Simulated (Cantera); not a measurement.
A closed system holds: 1 mol SiCl4, 0.34 mol Cl2, 4.2 mol N2, equilibrated at 53.0 mbar.

These are equilibrium values from Cantera (NASA tables, ideal gas, pure condensed phases), not measurements of a reactor. Candidate condensed phases: Si, Si3N4; 13 gas species. The tables' values for SiCl3 are old estimates; treat these amounts as uncertain. Equilibrium is a limit: real reactors are often held back by kinetics, nucleation or transport.

log p: log10 of the partial pressure in bar; nothing condenses.

| T (K) | log p N2 | log p SiCl4 | log p Cl | log p Cl2 | log p SiCl3 | log p SiCl2 |
|---|---|---|---|---|---|---|
| 950 | -1.40 | -2.02 | -5.00 | -2.49 | -10.69 | <-13 |
| 1050 | -1.40 | -2.02 | -4.35 | -2.49 | -9.28 | <-13 |
| 1150 | -1.40 | -2.02 | -3.81 | -2.50 | -8.12 | -13.17 |
| 1250 | -1.40 | -2.02 | (withheld) | -2.52 | -7.13 | (withheld) |
| 1350 | -1.40 | -2.02 | -3.00 | -2.56 | -6.29 | -9.85 |
| 1450 | -1.40 | -2.03 | -2.71 | -2.65 | -5.53 | -8.48 |
| 1550 | -1.41 | -2.03 | -2.50 | -2.81 | -4.84 | -7.21 |
| 1650 | -1.41 | -2.04 | (withheld) | (withheld) | -4.20 | (withheld) |
| 1750 | -1.42 | -2.06 | -2.26 | -3.31 | -3.59 | -4.88 |

Problem. Some entries are withheld; supply them.

Solution. 
- 1250, log p Cl: -3.37
- 1250, log p SiCl2: -11.39
- 1650, log p Cl: -2.35
- 1650, log p Cl2: -3.04
- 1650, log p SiCl2: -6.01
